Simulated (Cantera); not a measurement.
Feed: 1 mol SiCl4, 0.73 mol HCl, 18 mol H2, at 598.15 K and 1 atm.

Method: chemical equilibrium by Gibbs-energy minimisation in Cantera with the NASA 1993 tables (ideal gas, pure condensed phases). Candidate condensed phases: Si; 19 gas species. The numbers say what is thermodynamically allowed, not how fast it happens.

Question: What is the equilibrium state?

Answer: 
| Quantity | Result |
|---|---|
| x(H2) | 0.912 |
| x(SiCl4) | 0.0507 |
| x(HCl) | 0.0370 |
| x(SiHCl3) | 3.28e-5 |
| gas amount | 19.73 mol |
| log10 activity of Si(s) (absent) | -12.35 |
